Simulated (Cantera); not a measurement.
**Thermodynamics of carbothermic reduction, feed TiO2 + CH4 + CO + C**

Input: 1 mol TiO2, 5.4 mol CH4, 0.87 mol CO, 5.6 mol C, at 1.05 Torr.

These are equilibrium values from Cantera (NASA tables, ideal gas, pure condensed phases), not measurements of a reactor. Candidate condensed phases: C, C6H6, C7H8, C8H18, H2O, Ti, TiC, TiO, TiO2, Ti2O3, Ti3O5, Ti4O7; 113 gas species. TiC: taken at fixed stoichiometry. The numbers say what is thermodynamically allowed, not how fast it happens.

```csv
T (K),x H2,x H,x CO,x C2H2 (acetylene),n C(graphite),n TiC(s)
1175,0.790,2.91e-6,0.210,5.03e-8,8.00,1.00
1275,0.790,1.75e-5,0.210,3.03e-7,8.00,1.00
1375,0.790,8.14e-5,0.210,1.40e-6,8.00,1.00
1475,0.790,0.000308,0.210,5.27e-6,8.00,1.00
1575,0.789,0.000987,0.210,1.67e-5,8.00,1.00
1675,0.788,0.00275,0.210,4.57e-5,8.00,1.00
1775,0.784,0.00685,0.209,0.000112,8.00,1.00
1875,0.776,0.0154,0.208,0.000246,7.99,1.000
1975,0.761,0.0319,0.207,0.000494,7.99,1.000
2075,0.735,0.0610,0.204,0.000911,7.97,1.000
2175,0.691,0.108,0.199,0.00154,7.96,1.000
2275,0.627,0.180,0.191,0.00239,7.93,0.999
2375,0.539,0.277,0.181,0.00335,7.89,0.996
2475,0.431,0.395,0.168,0.00419,7.85,0.985
```
x: gas mole fraction; n: condensed amount in mol.

From 1175 K to 2475 K the condensed part is C(graphite) + TiC(s).
